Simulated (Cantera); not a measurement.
Feed: 1 mol C₃H₆, 0.21 mol NH₃, 1.4 mol N₂, held at 2850 K.

Equilibrium computed with Cantera from the NASA thermochemical tables; the gas is ideal and each condensed phase is pure. Candidate condensed phases: C, C₆H₆, C₇H₈, C₈H₁₈; 92 gas species. The ideal-gas law is rough above about 30 bar. The numbers say what is thermodynamically allowed, not how fast it happens.

**Question.** Which condensed phases are stable at each of these points (P (Pa)): 10, 46, 220, 1000, 4600, 22000, 100000, 460000, 2200000, 10000000?

**Answer.** 
```csv
P (Pa),condensed phases,C condensed (%)
10,gas only,0.0
46,gas only,0.0
220,C(graphite),64.3
1000,C(graphite),80.4
4600,C(graphite),81.6
22000,C(graphite),80.9
100000,C(graphite),80.4
460000,C(graphite),80.1
2200000,C(graphite),79.8
10000000,C(graphite),79.3
```

From 10.0 Pa to 46.0 Pa nothing is condensed. From 2.20 mbar to 100 bar the condensed part is C(graphite).
